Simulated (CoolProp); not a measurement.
The numbers come from the reference Helmholtz-energy equation of state, Lemmon 2006 in CoolProp. It is a short technical equation, of lower accuracy than the large ones.

### Question
Give the vapour pressure (MPa), liquid density (kg/m³), liquid cp (kJ/(kg K)), vapour Z of saturated n-nonane at 88.35, 100.35, 184.15 °C.

### Answer
```csv
T (°C),p (MPa),liquid density (kg/m³),liquid cp (kJ/(kg K)),vapour Z
88.35,0.0136,663,2.46,0.986
100.35,0.0213,653,2.51,0.981
184.15,0.227,577,2.89,0.897
```
